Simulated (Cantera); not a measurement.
A Cantera script and what it prints.

```python
import numpy as np
import cantera as ct

gas_names = """
    Br Br2 H HBr H2 Si SiBr SiBr2 SiBr3 SiBr4 SiH SiHBr3 SiH2 SiH2Br2 SiH3 SiH3Br SiH4 Si2 Si3
""".split()
cond_names = """
    Br2(cr) Br2(L) Si(cr) Si(L)
""".split()


# ... load() reads the species with a 1 bar reference pressure and builds the phases ...
atoms = {
    'Si': {'Si': 1},
    'HBr': {'H': 1, 'Br': 1},
    'H2': {'H': 2},
}
top_T = {}  # K; cautious upper limits of use, not melting points


# ... equilibrate(T, P, feed) seeds the gas with the atoms and calls Mixture.equilibrate('TP', solver="vcs", rtol=1e-11, max_steps=5000) ...
results = []
feed = {'Si': 1, 'HBr': 1.2, 'H2': 8.5}  # mol
P = 540  # Pa
for T in [798, 873, 948, 1023, 1098, 1173, 1248, 1323]:
    mix = equilibrate(T, P, feed)
    results.append((T, P, feed, dict(zip(mix.species_names, mix.species_moles))))

top = {s: max(r[3][s] / sum(r[3][g] for g in gas_names) for r in results) for s in gas_names}
cols = sorted((s for s in top if top[s] > 1e-06), key=lambda s: -top[s])[:8]
seen = [c for c in cond_names if any(r[3].get(c, 0) > 1e-12 for r in results)]
print("log10 of partial pressures in bar; condensed amounts in mol")
print(f"{'T/K':>10s}" + "".join(f"{s[:9]:>10s}" for s in cols + seen))
for T, P, feed, n in results:
    ng = sum(n[g] for g in gas_names)
    print(f"{T:10.4g}" + "".join(f"{np.log10(max(n[s] / ng * P / 1e5, 1e-99)):10.3f}" for s in cols)
          + "".join(f"{n.get(c, 0):10.4g}" for c in seen))
```

It prints:

```
log10 of partial pressures in bar; condensed amounts in mol
       T/K        H2       HBr     SiBr4     SiBr2    SiHBr3     SiBr3        Br   SiH2Br2    Si(cr)
       798    -2.285    -4.345    -3.812    -6.657    -5.068    -6.854   -10.621    -6.654    0.7155
       873    -2.288    -3.993    -3.858    -5.828    -5.073    -6.282    -9.417    -6.617     0.739
       948    -2.294    -3.713    -3.951    -5.160    -5.120    -5.843    -8.416    -6.617    0.7748
      1023    -2.303    -3.503    -4.135    -4.646    -5.242    -5.548    -7.588    -6.674    0.8149
      1098    -2.311    -3.373    -4.493    -4.303    -5.496    -5.444    -6.922    -6.824    0.8414
      1173    -2.315    -3.323    -5.062    -4.135    -5.910    -5.547    -6.406    -7.081    0.8456
      1248    -2.316    -3.317    -5.720    -4.067    -6.390    -5.757    -5.991    -7.382    0.8389
      1323    -2.316    -3.323    -6.350    -4.033    -6.851    -5.979    -5.634    -7.672    0.8304
```

Cantera equilibrium calculation (NASA polynomials, part measured and part estimated; ideal gas, pure solids and liquids). The tables' values for SiBr3 are old estimates; treat these amounts as uncertain.
